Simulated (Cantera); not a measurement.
A closed system holds: 1 mol Si3N4, 27 mol H2O, at 1.33 mbar.

Cantera equilibrium calculation (NASA polynomials, part measured and part estimated; ideal gas, pure solids and liquids). Candidate condensed phases: H2O, Si, SiO2, Si2N2O, Si3N4; 35 gas species. The tables hold silica as quartz up to 1696 K and as liquid above; real silica turns to tridymite and cristobalite and melts near 1996 K. Equilibrium is a limit: real reactors are often held back by kinetics, nucleation or transport.

Over these rows the condensed part is SiO2(condensed). Partial pressures as log10 of bar:

```csv
T (K),1000/T (1/K),log p SiO,log p H2O,log p H2,log p N2
1698,0.5889,-7.12,-3.02,-3.56,-4.04
1748,0.5721,-6.66,-3.02,-3.56,-4.04
1798,0.5562,-6.22,-3.02,-3.57,-4.04
1848,0.5411,-5.81,-3.02,-3.57,-4.04
1898,0.5269,?,-3.02,-3.58,-4.04
1948,0.5133,-5.07,-3.02,-3.59,-4.04
```

Fit log p(SiO) = a + b·(1000/T) to the five rows, give the apparent enthalpy, and predict the row at 1898 K.

Means: 1000/T = 0.5543, log p = -6.176. Sxy = -0.091538, Sxx = 0.0033728, so b = -27.14 and a = -6.176 − (-27.14)×0.5543 = 8.87.
Apparent enthalpy: −19.145 × (-27.14) = 520 kJ/mol. With the condensed phases at unit activity, SiO2(condensed) + H2(g) = SiO(g) + H2O(g) links this pressure to the main gases: over the six rows their terms move log p by -0.03 in all, so the slope is close to that reaction's ΔH°. The five rows lie within 0.01 of the line.
Prediction at 1898 K: 8.87 + (-27.14)×0.5269 = -5.43. The computed value is -5.43, 0.00 from the line.
